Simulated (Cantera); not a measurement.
An isothermal, constant-pressure homogeneous reactor starts with N2O : H2O = 1 : 0.19 (molar parts), at 1498 K and 0.0630 bar.

Detailed kinetics in Cantera: GRI-Mech 3.0 (53 species, 325 reactions). GRI-Mech 3.0 was tuned for natural gas; its chemistry of N2O as a main component is partial and can be far from experiment. The temperature is held fixed by assumption; the heat of reaction is taken as removed at once.

x: mole fraction; the columns are a selection and need not sum to one.

```tsv
t (s)	x N2O	x H2O	x NO	x NO2	x OH	x H2O2
2.00e-5	0.840	0.160	4.54e-6	2.32e-12	6.99e-6	4.56e-11
0.000102	0.840	0.160	6.50e-5	4.78e-9	9.66e-5	1.40e-8
0.000518	0.837	0.159	0.000455	2.94e-6	0.000444	3.06e-7
0.00264	0.821	0.158	(withheld)	(withheld)	0.000559	(withheld)
0.0134	0.747	0.154	0.0118	0.000462	0.000583	1.66e-7
0.0683	0.484	0.139	0.0447	0.000682	0.000582	5.55e-8
0.347	0.0850	0.117	0.0907	0.000183	0.000494	1.45e-8
1.77	(withheld)	0.112	0.0979	(withheld)	(withheld)	(withheld)
9.00	1.75e-6	0.112	0.0978	0.000143	0.000170	2.88e-9
```

Task: What belongs in the gaps?

Result: 
- 0.00264, x NO: 0.00248
- 0.00264, x NO2: 8.02e-5
- 0.00264, x H2O2: 2.72e-7
- 1.77, x N2O: 0.000292
- 1.77, x NO2: 0.000129
- 1.77, x OH: 0.000188
- 1.77, x H2O2: 3.23e-9
